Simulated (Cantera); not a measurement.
A Cantera script and what it prints.

```python
import numpy as np
import cantera as ct

gas_names = """
    AL ALCL ALCL2 ALCL3 ALH ALO ALOCL ALOH ALO2 ALO2H AL2 AL2CL6 AL2O AL2O2 CL CLO CL2 H HALO HCL HOCL
    HO2 H2 H2O H2O2 O OH O2 O3
""".split()
cond_names = """
    AL(cr) AL(L) ALCL3(s) ALCL3(L) AL2O3(a) AL2O3(L) H2O(s) H2O(L)
""".split()


# ... load() reads the species with a 1 bar reference pressure and builds the phases ...
atoms = {
    'AlCl3': {'AL': 1, 'CL': 3},
    'H2O': {'H': 2, 'O': 1},
    'H2': {'H': 2},
}
top_T = {}  # K; cautious upper limits of use, not melting points


# ... equilibrate(T, P, feed) seeds the gas with the atoms and calls Mixture.equilibrate('TP', solver="vcs", rtol=1e-11, max_steps=5000) ...
results = []
feed = {'AlCl3': 1, 'H2O': 4.9, 'H2': 2.3}  # mol
T = 1950  # K
for P in [10, 46, 220, 1000, 4600, 22000, 100000]:
    mix = equilibrate(T, P, feed)
    results.append((T, P, feed, dict(zip(mix.species_names, mix.species_moles))))

top = {s: max(r[3][s] / sum(r[3][g] for g in gas_names) for r in results) for s in gas_names}
cols = sorted((s for s in top if top[s] > 0.0001), key=lambda s: -top[s])[:8]
seen = [c for c in cond_names if any(r[3].get(c, 0) > 1e-12 for r in results)]
print("log10 of partial pressures in bar; condensed amounts in mol")
print(f"{'P/Pa':>10s}" + "".join(f"{s[:9]:>10s}" for s in cols + seen))
for T, P, feed, n in results:
    ng = sum(n[g] for g in gas_names)
    print(f"{P:10.4g}" + "".join(f"{np.log10(max(n[s] / ng * P / 1e5, 1e-99)):10.3f}" for s in cols)
          + "".join(f"{n.get(c, 0):10.4g}" for c in seen))
```

It prints:

```
log10 of partial pressures in bar; condensed amounts in mol
      P/Pa       H2O       HCL        H2         H        CL        OH         O        O2  AL2O3(a)
        10    -4.446    -4.557    -4.601    -5.241    -5.323    -6.128    -6.899    -7.107    0.4996
        46    -3.762    -3.845    -3.926    -4.903    -4.948    -5.782    -6.890    -7.090    0.4998
       220    -3.073    -3.141    -3.240    -4.561    -4.587    -5.436    -6.887    -7.083    0.4999
      1000    -2.412    -2.472    -2.580    -4.231    -4.248    -5.104    -6.885    -7.080       0.5
      4600    -1.747    -1.804    -1.916    -3.899    -3.912    -4.771    -6.884    -7.078       0.5
   2.2e+04    -1.066    -1.122    -1.236    -3.559    -3.570    -4.431    -6.884    -7.077       0.5
     1e+05    -0.408    -0.463    -0.578    -3.230    -3.240    -4.102    -6.884    -7.077       0.5
```

Method: chemical equilibrium by Gibbs-energy minimisation in Cantera with the NASA 1993 tables (ideal gas, pure condensed phases). Gases not in the tables: Al(OH)3.
